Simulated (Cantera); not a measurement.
Feed: 1 mol MgO, 6.3 mol N2, equilibrated at 2025 K and 8.00 bar.

Cantera equilibrium calculation (NASA polynomials, part measured and part estimated; ideal gas, pure solids and liquids). Candidate condensed phases: Mg, MgO; 13 gas species. Equilibrium is a limit: real reactors are often held back by kinetics, nucleation or transport.

**Question.** What is the equilibrium state?

**Answer.** 
- x(N2): 1.000
- x(Mg): 2.62e-6
- x(NO): 2.55e-6
- n(MgO(s)): 1.000 mol
- gas amount: 6.300 mol
- log10 activity of Mg(l) (absent): -6.23
